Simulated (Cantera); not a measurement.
A perfectly stirred reactor is fed with C₂H₆ : N₂ = 1 : 50 (molar parts), at 1.01 bar; it is held at 1775 K, and followed from long to short residence time.

Model: GRI-Mech 3.0 (53 species, 325 reactions), integrated in Cantera. GRI-Mech 3.0 stops at C3 and has no aromatics, soot or wall deposition, so with more carbon than oxygen in the feed, carbon stays in small species such as C2H2 where larger ones or solid carbon would form.

Problem. Predict: x(C₂H₆) at τ = 29.0 s; x(H₂) at τ = 29.0 s; x(CH₂) at τ = 29.0 s; x(H) at τ = 29.0 s; x(C₂H) at τ = 29.0 s; x(C₂H₆) at τ = 88.0 ms; x(H₂) at τ = 88.0 ms; x(CH₂) at τ = 88.0 ms; x(H) at τ = 88.0 ms; x(C₂H) at τ = 88.0 ms.

Solution. 
```
Quantity                 Result
----------------------  -------
x(C₂H₆) at τ = 29.0 s   3.55e-8
x(H₂) at τ = 29.0 s      0.0372
x(CH₂) at τ = 29.0 s    1.48e-8
x(H) at τ = 29.0 s      5.68e-5
x(C₂H) at τ = 29.0 s    2.23e-7
x(C₂H₆) at τ = 88.0 ms  9.44e-6
x(H₂) at τ = 88.0 ms     0.0332
x(CH₂) at τ = 88.0 ms   3.27e-7
x(H) at τ = 88.0 ms     7.76e-5
x(C₂H) at τ = 88.0 ms   3.18e-7
```
